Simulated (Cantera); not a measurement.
Input (Python, Cantera) and output of one run.

```python
import numpy as np
import cantera as ct

gas_names = """
    Cu CuF CuF2 Cu2 F F2 H HF H2 H2F2 H3F3 H4F4 H5F5 H6F6 H7F7
""".split()
cond_names = """
    Cu(cr) Cu(L) CuF2(s) CuF2(L)
""".split()


# ... load() reads the species with a 1 bar reference pressure and builds the phases ...
atoms = {
    'Cu': {'Cu': 1},
    'HF': {'H': 1, 'F': 1},
    'H2': {'H': 2},
}
top_T = {}  # K; cautious upper limits of use, not melting points


# ... equilibrate(T, P, feed) seeds the gas with the atoms and calls Mixture.equilibrate('TP', solver="vcs", rtol=1e-11, max_steps=5000) ...
results = []
feed = {'Cu': 1, 'HF': 4.7, 'H2': 3.2}  # mol
T = 1323  # K
P = 67000  # Pa
mix = equilibrate(T, P, feed)
results.append((T, P, feed, dict(zip(mix.species_names, mix.species_moles))))
x = sorted(zip(gas.X, gas.species_names), reverse=True)
print(f"T = {T:g} K  P = {P:g} Pa  gas = {mix.phase_moles(0):.4g} mol")
print("   x: " + "  ".join(f"{s} {v:.3e}" for v, s in x if v > 0.0001))
print("   condensed (mol): " + ("  ".join(f"{mix.phase(i).name} {mix.phase_moles(i):.4g}"
      for i in range(1, mix.n_phases) if mix.phase_moles(i) > 1e-12) or "none"))
```

Result:

```
T = 1323 K  P = 67000 Pa  gas = 7.9 mol
   x: HF 5.949e-01  H2 4.051e-01
   condensed (mol): Cu(cr) 1
```

Method: chemical equilibrium by Gibbs-energy minimisation in Cantera with the NASA 1993 tables (ideal gas, pure condensed phases).
